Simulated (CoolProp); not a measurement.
CF4 (R14) along the isobar 0.954 MPa: fugacity coefficient from the reference equation and from simpler models built on Tc = -45.8 °C, pc = 3.762 MPa, ω = 0.178; each cubic takes its own stable root.

Values from CoolProp's reference Helmholtz-energy equation of state, Platzer 1990. This equation is an older, rougher fit.

```
T (°C)  phase  reference
------  -----  ---------
-74.65    gas     0.8714
-42.15    gas     0.9191
-9.55     gas     0.9469
22.95     gas     0.9645
55.45     gas     0.9762
87.95     gas     0.9844
120.55    gas     0.9903
153.05    gas     0.9946
185.55    gas     0.9978
```

How far does each simpler model (van der Waals, Soave-Redlich-Kwong, Peng-Robinson) lie from the reference over these 9 states: mean and median of the absolute difference, and the worst?


- van der Waals: mean 0.9 %, median 0.8 %, worst +2.8 % at -74.65 °C and 0.954 MPa
- Soave-Redlich-Kwong: mean 0.1 %, median 0.1 %, worst +0.2 % at 55.45 °C and 0.954 MPa
- Peng-Robinson: mean 0.6 %, median 0.4 %, worst -1.2 % at -74.65 °C and 0.954 MPa
